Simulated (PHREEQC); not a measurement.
A solution holds 0.0031 mol/kgw HF, 0.015 mol/kgw NaF and 0.018 mol/kgw (NH4)2SiF6, at 25 °C. Closed to the air; pH follows from the charge balance.

All values are PHREEQC results (ion-association model, phreeqc.dat), not measurements.

Each row changes one thing in this solution. This is a speciation only: nothing precipitates in the calculation.

```tsv
case	pH	ionic strength (mol/kgw)	F- (mol/kgw)	HF (mol/kgw)	HF2- (mol/kgw)	NaF (mol/kgw)	SI of Quartz (SiO2)
as made	3.80	0.0691	0.0150	0.00276	0.000159	8.04e-5	-1.55
HF replaced by NaBF4 at the same molality	3.98	0.0721	0.0153	0.00186	___	9.84e-5	-0.89
NaF from 0.015 to 0.03 mol/kgw	4.09	0.0838	0.0295	0.00270	0.000305	0.000305	-2.12
(NH4)2SiF6 from 0.018 to 0.0162 mol/kgw	3.80	0.0637	0.0149	0.00277	0.000159	8.15e-5	-1.59
HF from 0.0031 to 0.00279 mol/kgw	3.84	0.0691	0.0150	0.00249	0.000143	8.04e-5	-1.38
NaF from 0.015 to 0.0075 mol/kgw	3.53	0.0618	0.00777	___	8.09e-5	2.14e-5	-0.95
temperature from 25 to 90 °C	3.99	0.0679	0.0168	0.00709	0.000493	8.52e-5	___
(NH4)2SiF6 from 0.018 to 0.0198 mol/kgw	3.80	0.0745	0.0150	0.00276	0.000158	7.93e-5	-1.52
```

Question: Fill in the missing entries.

Answer: 
- HF replaced by NaBF4 at the same molality, HF2- (mol/kgw): 0.000109
- NaF from 0.015 to 0.0075 mol/kgw, HF (mol/kgw): 0.00271
- temperature from 25 to 90 °C, SI of Quartz (SiO2): +0.26

Some of these states are supersaturated (in Quartz (slow to form), for instance). Constants without temperature data keep their 25 °C values here. SiF6-2 is the database's only silicon fluoride. Real BF4- forms and hydrolyses slowly; the run takes it at equilibrium.
